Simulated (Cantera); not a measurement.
Charge: 1 mol Si, 0.23 mol H2O, a varied amount of N2, at 0.0150 Torr.

Method: chemical equilibrium by Gibbs-energy minimisation in Cantera with the NASA 1993 tables (ideal gas, pure condensed phases). Candidate condensed phases: H2O, Si, SiO2, Si2N2O, Si3N4; 35 gas species. N2 is the only nitrogen source here; it is nearly inert below about 1500 K, so the nitride shown seldom forms there in practice. Mutual solubility and eutectic melting of coexisting phases are not modelled. Rates play no part.

**Question.** What condenses at these points (T in K, n(N2) in mol): (1800, 33); (1400, 140); (1700, 14); (1000, 44); (1100, 140); (1700, 18)?

**Answer.** 
```tsv
T (K)	n(N2) in mol	condensed phases	Si condensed (%)
1800	33	gas only	0.0
1400	140	Si3N4	76.7
1700	14	Si	24.8
1000	44	Si2N2O + Si3N4	100.0
1100	140	Si2N2O + Si3N4	100.0
1700	18	Si	10.4
```
